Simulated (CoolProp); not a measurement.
Hydrogen sulfide along the isotherm 410.6 K: fugacity coefficient from the reference equation and from simpler models built on Tc = 373.1 K, pc = 8.999 MPa, ω = 0.101; each cubic takes its own stable root.

The numbers come from the reference Helmholtz-energy equation of state, Lemmon 2006 in CoolProp. It is a short technical equation, of lower accuracy than the large ones.

```csv
p (MPa),phase,reference,Redlich-Kwong,Soave-Redlich-Kwong,Peng-Robinson
0.281,gas,0.9924,0.9920,0.9921,0.9910
0.562,gas,0.9848,0.9840,0.9843,0.9821
0.844,gas,0.9772,0.9760,0.9765,0.9733
1.12,gas,0.9698,0.9682,0.9688,0.9646
1.41,gas,0.9620,0.9600,0.9608,0.9556
1.69,gas,0.9545,0.9522,0.9531,0.9470
1.97,gas,0.9471,0.9443,0.9455,0.9383
2.25,gas,0.9396,0.9365,0.9378,0.9298
2.53,gas,0.9322,0.9288,0.9302,0.9213
2.81,gas,0.9247,0.9210,0.9227,0.9128
3.09,gas,0.9173,0.9133,0.9151,0.9044
3.37,gas,0.9099,0.9057,0.9076,0.8961
3.66,gas,0.9023,0.8977,0.8998,0.8874
3.94,gas,0.8949,0.8901,0.8924,0.8792
4.22,gas,0.8876,0.8825,0.8849,0.8710
4.5,gas,0.8802,0.8749,0.8775,0.8628
```
